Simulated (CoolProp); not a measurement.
Vapour pressure (MPa) of R1123: the reference equation beside estimates from Tc = 331.7 K, pc = 4.549 MPa, ω = 0.243.

Values from CoolProp's reference Helmholtz-energy equation of state, Akasaka 2020.

```csv
T (K),reference,Lee-Kesler,van der Waals,Redlich-Kwong,Soave-Redlich-Kwong,Peng-Robinson
210.5,0.09415,0.09316,0.5419,0.1638,0.09348,0.09449
215.5,0.1215,0.1206,0.6160,0.2048,0.1208,0.1216
220.5,0.1547,0.1539,0.6966,0.2530,0.1540,0.1545
225.5,0.1946,0.1940,0.7838,0.3090,0.1940,0.1941
230.6,0.2430,0.2428,0.8799,0.3749,0.2427,0.2421
235.6,0.2989,0.2992,0.9814,0.4489,0.2990,0.2976
240.6,0.3641,0.3651,1.090,0.5329,0.3649,0.3624
245.6,0.4395,0.4412,1.206,0.6275,0.4413,0.4375
250.6,0.5262,0.5287,1.330,0.7333,0.5293,0.5240
255.7,0.6272,0.6306,1.465,0.8536,0.6320,0.6250
260.7,0.7397,0.7440,1.605,0.9843,0.7466,0.7377
265.7,0.8666,0.8717,1.753,1.128,0.8760,0.8650
270.7,1.009,1.015,1.910,1.286,1.021,1.008
275.7,1.168,1.174,2.075,1.458,1.184,1.168
```

Absolute difference from the reference over all 14 rows, mean and median: Lee-Kesler 0.5 and 0.5 %, van der Waals 219.5 and 186.9 %, Redlich-Kwong 46.4 and 44.6 %, Soave-Redlich-Kwong 0.6 and 0.6 %, Peng-Robinson 0.3 and 0.3 %.
